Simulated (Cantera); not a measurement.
Cantera run:

```python
import numpy as np
import cantera as ct

gas_names = """
    H HO2 H2 H2O H2O2 O OH O2 O3 Pb PbO Pb2
""".split()
cond_names = """
    H2O(s) H2O(L) Pb(cr) Pb(L) PbO(rd) PbO(yw) PbO(L) PbO2(s) Pb3O4(s)
""".split()


# ... load() reads the species with a 1 bar reference pressure and builds the phases ...
atoms = {
    'PbO': {'Pb': 1, 'O': 1},
    'H2': {'H': 2},
    'H2O': {'H': 2, 'O': 1},
}
top_T = {'Pb3O4(s)': 820}  # K; cautious upper limits of use, not melting points


# ... equilibrate(T, P, feed) seeds the gas with the atoms and calls Mixture.equilibrate('TP', solver="vcs", rtol=1e-11, max_steps=5000) ...
results = []
feed = {'PbO': 1, 'H2': 5.2, 'H2O': 0.38}  # mol
P = 2600  # Pa
for T in [623, 723, 823, 923, 1023, 1123, 1223, 1323, 1423, 1523, 1623]:
    mix = equilibrate(T, P, feed)
    results.append((T, P, feed, dict(zip(mix.species_names, mix.species_moles))))
    x = sorted(zip(gas.X, gas.species_names), reverse=True)
    print(f"T = {T:g} K  P = {P:g} Pa  gas = {mix.phase_moles(0):.4g} mol")
    print("   x: " + "  ".join(f"{s} {v:.3e}" for v, s in x if v > 0.0001))
    print("   condensed (mol): " + ("  ".join(f"{mix.phase(i).name} {mix.phase_moles(i):.4g}"
          for i in range(1, mix.n_phases) if mix.phase_moles(i) > 1e-12) or "none"))
```

It prints:

```
T = 623 K  P = 2600 Pa  gas = 5.58 mol
   x: H2 7.527e-01  H2O 2.473e-01
   condensed (mol): Pb(L) 1
T = 723 K  P = 2600 Pa  gas = 5.58 mol
   x: H2 7.527e-01  H2O 2.473e-01
   condensed (mol): Pb(L) 1
T = 823 K  P = 2600 Pa  gas = 5.58 mol
   x: H2 7.527e-01  H2O 2.473e-01
   condensed (mol): Pb(L) 1
T = 923 K  P = 2600 Pa  gas = 5.581 mol
   x: H2 7.526e-01  H2O 2.473e-01
   condensed (mol): Pb(L) 0.9995
T = 1023 K  P = 2600 Pa  gas = 5.586 mol
   x: H2 7.519e-01  H2O 2.471e-01  Pb 1.026e-03
   condensed (mol): Pb(L) 0.9943
T = 1123 K  P = 2600 Pa  gas = 5.619 mol
   x: H2 7.474e-01  H2O 2.456e-01  Pb 7.028e-03
   condensed (mol): Pb(L) 0.9605
T = 1223 K  P = 2600 Pa  gas = 5.782 mol
   x: H2 7.264e-01  H2O 2.387e-01  Pb 3.490e-02
   condensed (mol): Pb(L) 0.7982
T = 1323 K  P = 2600 Pa  gas = 6.453 mol
   x: H2 6.509e-01  H2O 2.139e-01  Pb 1.352e-01
   condensed (mol): Pb(L) 0.1271
T = 1423 K  P = 2600 Pa  gas = 6.58 mol
   x: H2 6.383e-01  H2O 2.097e-01  Pb 1.519e-01
   condensed (mol): none
T = 1523 K  P = 2600 Pa  gas = 6.58 mol
   x: H2 6.382e-01  H2O 2.097e-01  Pb 1.519e-01  H 1.145e-04
   condensed (mol): none
T = 1623 K  P = 2600 Pa  gas = 6.581 mol
   x: H2 6.381e-01  H2O 2.096e-01  Pb 1.519e-01  H 3.424e-04
   condensed (mol): none
```

These are equilibrium values from Cantera (NASA tables, ideal gas, pure condensed phases), not measurements of a reactor.
